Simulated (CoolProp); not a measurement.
Vapour-liquid equilibrium of R113 (1) + n-heptane (2) at 0.059 MPa; x and y are mole fractions of (1).

Values from CoolProp's multi-fluid Helmholtz-energy mixture model, Marx 1992 and Span 2003; pair parameters Bell 2016.

```
x      bubble temperature, mixture model (K)  bubble temperature, Raoult's law (K)  y, mixture model  y, Raoult's law
-----  -------------------------------------  ------------------------------------  ----------------  ---------------
0.05                                   347.7                                 349.0             0.230            0.201
0.125                                  339.6                                 342.3             0.461            0.417
0.2                                    333.3                                 336.7        (withheld)            0.566
0.275                                  328.2                                 331.8             0.703            0.672
0.35                                   324.1                                 327.6             0.771            0.751
0.425                                  320.7                                 323.9             0.820            0.810
0.5                               (withheld)                                 320.6             0.857            0.856
0.575                                  315.5                                 317.7             0.887            0.892
0.65                                   313.3                                 315.0        (withheld)            0.921
0.725                                  311.4                                 312.6             0.933            0.944
0.8                                    309.7                                 310.4             0.952            0.963
0.875                                  308.0                                 308.4             0.970            0.979
0.95                                   306.4                                 306.5             0.988            0.992
```

Task: Fill in the missing entries.

Result: 
- 0.2, y, mixture model: 0.607
- 0.5, bubble temperature, mixture model (K): 317.9
- 0.65, y, mixture model: 0.911

The largest gap from Raoult's law is -3.6 K in bubble temperature, at x = 0.275. No azeotrope shows between x = 0.05 and 0.95.

The pair parameters rest on a limited set of measurements; away from them the model extrapolates.
